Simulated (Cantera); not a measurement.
Source: NASA polynomial tables (part measured, part estimated), evaluated in Cantera. Values are per mole of reaction as written; species without (g) are pure solids or liquids, kept so even where they would boil at 1 bar.

Between 300 and 2373 K, where is each reaction favourable under standard conditions?
- FeCl3(g) ⇌ FeCl2(g) + Cl(g)


- FeCl3(g) ⇌ FeCl2(g) + Cl(g): ΔG° is 197 kJ at 300 K and -58 kJ at 2373 K; it changes sign between 300 and 2198 K. ΔH° is 240 kJ and ΔS° 125 J/K at 2373 K.
